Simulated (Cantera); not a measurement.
Mixture: C₃H₈ : O₂ : N₂ = 1 : 7.14 : 25 (molar parts), at 6.51 atm, adiabatic and at constant pressure. Ignition delay is the time to a rise of 400 K.

Cantera simulation using GRI-Mech 3.0 (53 species, 325 reactions); the numbers are that mechanism's predictions, not measurements. GRI-Mech 3.0 was tuned for natural gas; its chemistry of propane as a main component is partial and can be far from experiment.

Question: At T0 = 1125 K, what is the delay, and which 5 reactions control it most (d ln τ / d ln k, from doubling and halving each rate constant)?

Answer: The delay is 8.38 ms.
```csv
reaction,d ln τ / d ln k,faster rate
2 CH3 (+M) <=> C2H6 (+M),0.47,lengthens it
C2H5 + CH3 (+M) <=> C3H8 (+M),-0.35,shortens it
CH3 + HO2 <=> CH3O + OH,-0.32,shortens it
C3H8 + H <=> C3H7 + H2,0.27,lengthens it
CH3 + O2 <=> CH2O + OH,-0.22,shortens it
```
